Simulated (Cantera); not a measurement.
Cantera run:

```python
import numpy as np
import cantera as ct

gas_names = [...]  # 136 gases of nasa_gas.yaml made of C, H, N, O
cond_names = """
    C(gr) C6H6(L) C7H8(L) C8H18(L),n-octa H2O(s) H2O(L)
""".split()


# ... load() reads the species with a 1 bar reference pressure and builds the phases ...
atoms = {
    'C6H6': {'C': 6, 'H': 6},
    'CO2': {'C': 1, 'O': 2},
    'N2': {'N': 2},
}
top_T = {'C(gr)': 4500}  # K; cautious upper limits of use, not melting points


# ... equilibrate(T, P, feed) seeds the gas with the atoms and calls Mixture.equilibrate('TP', solver="vcs", rtol=1e-11, max_steps=5000) ...
results = []
feed = {'C6H6': 1, 'CO2': 3.9, 'N2': 26}  # mol
P = 670000  # Pa
for T in [1148, 1173, 1198, 1223, 1248, 1273, 1298, 1323, 1348, 1373, 1398]:
    mix = equilibrate(T, P, feed)
    results.append((T, P, feed, dict(zip(mix.species_names, mix.species_moles))))

top = {s: max(r[3][s] / sum(r[3][g] for g in gas_names) for r in results) for s in gas_names}
cols = sorted((s for s in top if top[s] > 0.0001), key=lambda s: -top[s])[:7]
seen = [c for c in cond_names if any(r[3].get(c, 0) > 1e-12 for r in results)]
print("log10 of partial pressures in bar; condensed amounts in mol")
print(f"{'T/K':>10s}" + "".join(f"{s[:9]:>10s}" for s in cols + seen))
for T, P, feed, n in results:
    ng = sum(n[g] for g in gas_names)
    print(f"{T:10.4g}" + "".join(f"{np.log10(max(n[s] / ng * P / 1e5, 1e-99)):10.3f}" for s in cols)
          + "".join(f"{n.get(c, 0):10.4g}" for c in seen))
```

Result:

```
log10 of partial pressures in bar; condensed amounts in mol
       T/K        N2        CO        H2       CO2       H2O       CH4       HCN     C(gr)
      1148     0.682     0.107    -0.292    -1.178    -1.504    -2.207    -4.194     2.595
      1173     0.680     0.119    -0.286    -1.316    -1.617    -2.283    -4.064     2.465
      1198     0.679     0.128    -0.281    -1.455    -1.729    -2.358    -3.939     2.368
      1223     0.678     0.135    -0.278    -1.592    -1.840    -2.431    -3.819     2.297
      1248     0.677     0.139    -0.275    -1.727    -1.949    -2.502    -3.704     2.246
      1273     0.677     0.143    -0.273    -1.858    -2.055    -2.572    -3.595     2.208
      1298     0.676     0.145    -0.271    -1.986    -2.158    -2.641    -3.489      2.18
      1323     0.676     0.147    -0.270    -2.110    -2.258    -2.707    -3.388      2.16
      1348     0.676     0.148    -0.268    -2.229    -2.354    -2.771    -3.291     2.144
      1373     0.676     0.149    -0.268    -2.345    -2.448    -2.833    -3.197     2.133
      1398     0.676     0.150    -0.267    -2.457    -2.539    -2.894    -3.107     2.124
```

These are equilibrium values from Cantera (NASA tables, ideal gas, pure condensed phases), not measurements of a reactor.
